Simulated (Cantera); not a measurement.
An isothermal, constant-pressure homogeneous reactor starts with CH₂O : O₂ : N₂ = 0.0026 : 0.0082 : 1 (molar parts), at 1275 K and 1.01 bar.

Model: GRI-Mech 3.0 (53 species, 325 reactions), integrated in Cantera.

One state of this run: x CH₂O = <1e-12; x O₂ = 0.00560; x CH₄ = <1e-12; x HO₂ = 4.76e-7; x C₂H₆ = <1e-12; x O = 1.44e-5. x: mole fraction; the columns are a selection and need not sum to one.

Which value of t (s) does it belong to?
(A) 0.00107
(B) 0.0304
(C) 0.866
(D) 0.00570

B, 0.0304
